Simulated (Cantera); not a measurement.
A Cantera script and what it prints.

```python
import numpy as np
import cantera as ct

gas_names = [...]  # 95 gases of nasa_gas.yaml made of C, F, H
cond_names = """
    C(gr) C6H6(L) C7H8(L) C8H18(L),n-octa
""".split()


# ... load() reads the species with a 1 bar reference pressure and builds the phases ...
atoms = {
    'CH3F': {'C': 1, 'H': 3, 'F': 1},
    'F2': {'F': 2},
}
top_T = {'C(gr)': 4500}  # K; cautious upper limits of use, not melting points


# ... equilibrate(T, P, feed) seeds the gas with the atoms and calls Mixture.equilibrate('TP', solver="vcs", rtol=1e-11, max_steps=5000) ...
results = []
feed = {'CH3F': 1, 'F2': 0.086}  # mol
T = 1900  # K
P = 1000  # Pa
mix = equilibrate(T, P, feed)
results.append((T, P, feed, dict(zip(mix.species_names, mix.species_moles))))
x = sorted(zip(gas.X, gas.species_names), reverse=True)
print(f"T = {T:g} K  P = {P:g} Pa  gas = {mix.phase_moles(0):.4g} mol")
print("   x: " + "  ".join(f"{s} {v:.3e}" for v, s in x if v > 0.001))
print("   condensed (mol): " + ("  ".join(f"{mix.phase(i).name} {mix.phase_moles(i):.4g}"
      for i in range(1, mix.n_phases) if mix.phase_moles(i) > 1e-12) or "none"))
```

Output:

```
T = 1900 K  P = 1000 Pa  gas = 2.091 mol
   x: HF 5.604e-01  H2 4.342e-01  H 5.229e-03
   condensed (mol): C(gr) 0.9993
```

Equilibrium computed with Cantera from the NASA thermochemical tables; the gas is ideal and each condensed phase is pure.
